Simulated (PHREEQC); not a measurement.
A column of 0.1 m (30 cells, dispersivity 0.008 m, 3600 s a shift, diffusion coefficient 3e-10 m²/s) holds 0.38 eq of the database's cation exchanger X per kg of pore water, first in equilibrium with 53 mmol/kgw ZnCl2 and 0.01 mmol/kgw HCl. It is flushed with 0.015 mol LiCl, 0.097 mol MgSO4 and 1e-05 mol HCl per kg of water, at 15 °C. Values are for the last cell. CO2 from the air is kept out. No solid was allowed to form.

Computed with PHREEQC (ion-association model, phreeqc.dat).

```csv
pore volumes,S in solution (mol/kgw),Mg in solution (mol/kgw),Li in solution (mol/kgw),Zn in solution (mol/kgw),Cl in solution (mol/kgw),ZnX2 on the exchanger (mol/kgw)
0,0,0,0,0.0530,0.106,0.190
0.4167,0.00169,1.20e-8,7.85e-6,0.0539,0.104,0.190
0.8167,0.0363,0.000297,0.00120,0.0714,0.0720,0.189
1.017,0.0576,0.00191,0.00296,0.0802,0.0520,0.186
1.417,0.0835,0.0114,0.00714,0.0823,0.0277,0.173
1.817,0.0930,0.0254,0.0103,0.0718,0.0188,0.152
2.217,0.0959,0.0392,0.0123,0.0585,0.0161,0.129
2.417,0.0964,0.0454,0.0129,0.0523,0.0156,0.118
2.817,0.0968,0.0564,0.0137,0.0412,0.0152,0.0965
3.217,0.0970,0.0653,0.0142,0.0321,0.0151,0.0778
3.617,0.0970,0.0725,0.0145,0.0248,0.0150,0.0618
3.817,0.0970,0.0755,0.0146,0.0217,0.0150,0.0548
4.217,0.0970,0.0805,0.0147,0.0166,0.0150,0.0427
4.617,0.0970,0.0845,0.0148,0.0126,0.0150,0.0329
5.017,0.0970,0.0875,0.0149,0.00952,0.0150,0.0251
5.217,0.0970,0.0888,0.0149,0.00826,0.0150,0.0219
5.617,0.0970,0.0909,0.0149,0.00618,0.0150,0.0165
6.017,0.0970,0.0924,0.0149,0.00461,0.0150,0.0124
```

Species that the database lacks are ignored.
